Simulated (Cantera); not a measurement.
## Equilibrium for carbothermic reduction: Ta₂O₅ + C + H₂

Charge: 1 mol Ta₂O₅, 0.54 mol C, 3.5 mol H₂, held at 1 atm.

Equilibrium computed with Cantera from the NASA thermochemical tables; the gas is ideal and each condensed phase is pure. Candidate condensed phases: C, C₆H₆, C₇H₈, C₈H₁₈, H₂O, Ta, TaC, Ta₂O₅; 113 gas species. Mutual solubility and eutectic melting of coexisting phases are not modelled. TaC: taken at fixed stoichiometry. Condensed phases not in the tables: Ta₂C, N, O or C dissolved in the metal. Equilibrium is a limit: real reactors are often held back by kinetics, nucleation or transport.

From 1952 °C to 2052 °C the condensed part is TaC(s) + Ta₂O₅(l). At 2077 °C the condensed part is Ta(s) + TaC(s) + Ta₂O₅(l). From 2102 °C to 2177 °C the condensed part is Ta(s) + Ta₂O₅(l). The main Ta-bearing gas is TaO₂ throughout.

| T (°C) | x H₂ | x CO | x H | x H₂O | x TaO₂ | x CO₂ | x TaO | n TaC(s) | n Ta₂O₅(l) | n Ta(s) |
|---|---|---|---|---|---|---|---|---|---|---|
| 1952 | 0.892 | 0.0977 | 0.00608 | 0.00462 | 2.41e-5 | 9.44e-5 | 3.88e-6 | 0.160 | 0.920 | 0 |
| 1977 | 0.891 | 0.0976 | 0.00696 | 0.00463 | 3.41e-5 | 9.33e-5 | 5.96e-6 | 0.160 | 0.920 | 0 |
| 2002 | 0.890 | 0.0976 | 0.00796 | 0.00465 | 4.78e-5 | 9.22e-5 | 9.05e-6 | 0.160 | 0.920 | 0 |
| 2027 | 0.889 | 0.0975 | 0.00906 | 0.00466 | 6.65e-5 | 9.12e-5 | 1.36e-5 | 0.160 | 0.920 | 0 |
| 2052 | 0.887 | 0.0974 | 0.0103 | 0.00467 | 9.17e-5 | 9.01e-5 | 2.03e-5 | 0.160 | 0.920 | 0 |
| 2077 | 0.869 | 0.115 | 0.0115 | 0.00480 | 0.000123 | 0.000110 | 2.80e-5 | 0.0833 | 0.905 | 0.107 |
| 2102 | 0.849 | 0.133 | 0.0129 | 0.00499 | 0.000162 | 0.000134 | 3.75e-5 | 0 | 0.888 | 0.224 |
| 2127 | 0.847 | 0.133 | 0.0145 | 0.00529 | 0.000212 | 0.000140 | 4.99e-5 | 0 | 0.887 | 0.225 |
| 2152 | 0.845 | 0.132 | 0.0163 | 0.00560 | 0.000277 | 0.000147 | 6.60e-5 | 0 | 0.887 | 0.225 |
| 2177 | 0.843 | 0.132 | 0.0183 | 0.00592 | 0.000358 | 0.000153 | 8.67e-5 | 0 | 0.886 | 0.225 |
x: gas mole fraction; n: condensed amount in mol.
